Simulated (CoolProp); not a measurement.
Saturation properties of CHF3 (R23).

Computed with CoolProp (reference Helmholtz-energy equation of state, Penoncello 2003).

| T (°C) | p (bar) | vapour density (kg/m³) | liquid conductivity (mW/(m K)) |
|---|---|---|---|
| -52.95 | 4.239 | 18.15 | 113 |
| -49.15 | … | 21.13 | 110 |
| -45.25 | … | 24.59 | 108 |
| -41.45 | 6.693 | 28.40 | 105 |
| -37.55 | 7.730 | 32.80 | 103 |
| -33.75 | 8.851 | 37.62 | 100 |
| -29.95 | … | 43.03 | 98.0 |
| -26.05 | 11.49 | 49.27 | 95.6 |
| -22.25 | … | 56.11 | 93.2 |
| -18.45 | … | 63.81 | 90.8 |
| -14.55 | … | 72.73 | 88.3 |
| -10.75 | 18.45 | 82.58 | … |

Problem. Complete the blanks.

Solution. 
- -49.15, p (bar): 4.957
- -45.25, p (bar): 5.787
- -29.95, p (bar): 10.09
- -22.25, p (bar): 13.00
- -18.45, p (bar): 14.64
- -14.55, p (bar): 16.49
- -10.75, liquid conductivity (mW/(m K)): 85.9

It boils at -82.0 °C under 1 atm.

Thermal conductivity comes from a separate model (Shan 2000).
